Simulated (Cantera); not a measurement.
Feed: 1 mol CaF2, 0.44 mol HF, 1.4 mol N2, held at 1725 °C and 10.0 Torr.

Equilibrium computed with Cantera from the NASA thermochemical tables; the gas is ideal and each condensed phase is pure. Candidate condensed phases: Ca, CaF2; 25 gas species. Rates play no part.

Base state: N2 0.564, CaF2 0.258, HF 0.177, F 0.000183, H 7.61e-5, CaF 4.72e-5, H2 3.00e-5 (mole fractions); condensed: CaF2(l).

Task: What changes in the equilibrium state with this change: temperature from 1725 °C to 900 °C?

Result: 
```tsv
species	before	after
N2	0.564	0.761
HF	0.177	0.239
CaF2	0.258	1.69e-8
H	7.61e-5	<1e-9
CaF	4.72e-5	<1e-9
CaF2(l), mol	0.358	0
CaF2(s), mol	0	1.00
```

Task: What changes in the equilibrium state with this change: pressure from 10.0 Torr to 0.00338 Torr?

Result: 
```tsv
species	before	after
N2	0.564	0.489
CaF2	0.258	0.345
HF	0.177	0.149
Ca	1.58e-8	8.76e-5
CaF	4.72e-5	0.00406
H	7.61e-5	0.00414
F	0.000183	0.00843
CaF2(l), mol	0.358	0
```
